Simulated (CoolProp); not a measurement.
1-butene at several states: fugacity coefficient from the reference equation and from simpler models built on Tc = 146.1 °C, pc = 40.06 bar, ω = 0.192; each cubic takes its own stable root.

Values from CoolProp's reference Helmholtz-energy equation of state, Lemmon 2005. It is a short technical equation, of lower accuracy than the large ones.

```csv
T (°C),p (bar),phase,reference,van der Waals,Redlich-Kwong,Soave-Redlich-Kwong,Peng-Robinson
19.65,22.5,liquid,…,0.3333,0.1525,0.1141,0.1123
-17.15,70.6,liquid,…,0.07684,0.01842,0.01211,0.01189
-9.05,7.22,liquid,0.1243,0.5816,0.1831,0.1245,…
74.95,1.4,gas,0.9778,0.9839,0.9799,0.9789,0.9774
-54.45,207,liquid,0.001156,0.02950,0.002108,0.001222,0.001159
-47.75,0.659,liquid,…,0.9798,0.3520,0.2105,0.2207
```

**Question.** Some entries are withheld; supply them.

**Answer.** 
- 19.65, reference: 0.1122
- -17.15, reference: 0.01191
- -9.05, Peng-Robinson: 0.1253
- -47.75, reference: 0.2136

At some of these states van der Waals gives the other phase, because its saturation line lies elsewhere.
